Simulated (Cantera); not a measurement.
# Catalytic stagnation flow on Pt

A jet of CH₄ : O₂ : N₂ = 0.031 : 0.14 : 0.79 (molar parts), equivalence ratio 0.44 at 300 K and 32.3 Torr hits a platinum plate 4.8 cm away at a mass flux of 0.042 kg/m²/s; the plate temperature is set and raised in steps from an oxygen-covered start.

Model: Deutschmann's 1995 Pt surface mechanism with GRI-Mech 3.0 gas chemistry, integrated in Cantera. Catalytic surfaces can have several steady states; this one follows from the mechanism file's or the stated starting coverage.

| plate T (K) | wall x CH₄ | wall x O₂ | wall x H₂O | wall x OH | wall x CO | wall x CO₂ | θ free Pt | θ O* |
|---|---|---|---|---|---|---|---|---|
| 850 | 0.0273 | 0.135 | 0.00931 | <1e-8 | 7.84e-6 | 0.00605 | 0.164 | 0.836 |
| 900 | 0.0232 | 0.126 | 0.0169 | 3.50e-8 | 9.57e-6 | 0.0110 | 0.232 | 0.768 |
| 950 | 0.0189 | 0.117 | 0.0250 | 1.15e-7 | 1.08e-5 | 0.0163 | 0.305 | 0.695 |
| 1000 | 0.0151 | 0.109 | 0.0319 | 3.21e-7 | 1.18e-5 | 0.0209 | 0.379 | 0.620 |
| 1050 | 0.0121 | 0.103 | 0.0374 | 7.90e-7 | 1.28e-5 | 0.0245 | 0.452 | 0.547 |
| 1100 | 0.00994 | 0.0983 | 0.0413 | 1.74e-6 | 1.40e-5 | 0.0271 | 0.522 | 0.477 |
x: mole fraction at the wall; θ: surface coverage.
